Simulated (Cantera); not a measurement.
An isothermal, constant-pressure homogeneous reactor starts with CH4 : N2 = 1 : 190 (molar parts), at 1523 K and 22.5 Torr. Integrator tolerance rtol = 1e-08.

Detailed kinetics in Cantera: GRI-Mech 3.0 (53 species, 325 reactions). GRI-Mech 3.0 stops at C3 and has no aromatics, soot or wall deposition, so with more carbon than oxygen in the feed, carbon stays in small species such as C2H2 where larger ones or solid carbon would form. Radical loss at walls, strong at low pressure, is not modelled.

What does this change do: CH4 1 to 2.8 parts?


```json
[
 {"quantity": "x(CH4) at 10.0 s", "before": "0.000864 (gas-phase equilibrium 1.37e-7)", "after": "0.00233 (gas-phase equilibrium 1.63e-6)"},
 {"quantity": "x(C2H6) at 10.0 s", "before": "1.70e-7 (gas-phase equilibrium <1e-12)", "after": "4.21e-7 (gas-phase equilibrium <1e-12)"},
 {"quantity": "x(CH2) at 10.0 s", "before": "1.78e-8 (gas-phase equilibrium 5.48e-12)", "after": "1.80e-8 (gas-phase equilibrium 2.37e-11)"},
 {"quantity": "x(C2H) at 10.0 s", "before": "5.38e-9 (gas-phase equilibrium 3.29e-10)", "after": "8.95e-9 (gas-phase equilibrium 1.36e-9)"},
 {"quantity": "x(C2H2) at 10.0 s", "before": "0.00216 (gas-phase equilibrium 9.99e-5)", "after": "0.00598 (gas-phase equilibrium 0.000683)"},
 {"quantity": "x(H) at 10.0 s", "before": "7.49e-6 (gas-phase equilibrium 1.19e-5)", "after": "1.24e-5 (gas-phase equilibrium 1.97e-5)"}
]
```

What does this change do: N2 190 to 74 parts?


| quantity | before | after |
|---|---|---|
| x(CH4) at 10.0 s | 0.000864 (gas-phase equilibrium 1.37e-7) | 0.00214 (gas-phase equilibrium 1.33e-6) |
| x(C2H6) at 10.0 s | 1.70e-7 (gas-phase equilibrium <1e-12) | 3.90e-7 (gas-phase equilibrium <1e-12) |
| x(CH2) at 10.0 s | 1.78e-8 (gas-phase equilibrium 5.48e-12) | 1.80e-8 (gas-phase equilibrium 2.11e-11) |
| x(C2H) at 10.0 s | 5.38e-9 (gas-phase equilibrium 3.29e-10) | 8.60e-9 (gas-phase equilibrium 1.21e-9) |
| x(C2H2) at 10.0 s | 0.00216 (gas-phase equilibrium 9.99e-5) | 0.00549 (gas-phase equilibrium 0.000584) |
| x(H) at 10.0 s | 7.49e-6 (gas-phase equilibrium 1.19e-5) | 1.19e-5 (gas-phase equilibrium 1.89e-5) |

What does this change do: pressure from 22.5 Torr to 0.225 Torr?


| quantity | before | after |
|---|---|---|
| x(CH4) at 10.0 s | 0.000864 (gas-phase equilibrium 1.37e-7) | 0.00522 (gas-phase equilibrium 1.36e-9) |
| x(C2H6) at 10.0 s | 1.70e-7 (gas-phase equilibrium <1e-12) | 1.29e-9 (gas-phase equilibrium <1e-12) |
| x(CH2) at 10.0 s | 1.78e-8 (gas-phase equilibrium 5.48e-12) | 2.07e-9 (gas-phase equilibrium 5.46e-12) |
| x(C2H) at 10.0 s | 5.38e-9 (gas-phase equilibrium 3.29e-10) | <1e-12 (gas-phase equilibrium 3.30e-9) |
| x(C2H2) at 10.0 s | 0.00216 (gas-phase equilibrium 9.99e-5) | 1.07e-7 (gas-phase equilibrium 9.99e-5) |
| x(H) at 10.0 s | 7.49e-6 (gas-phase equilibrium 1.19e-5) | 4.37e-8 (gas-phase equilibrium 0.000118) |
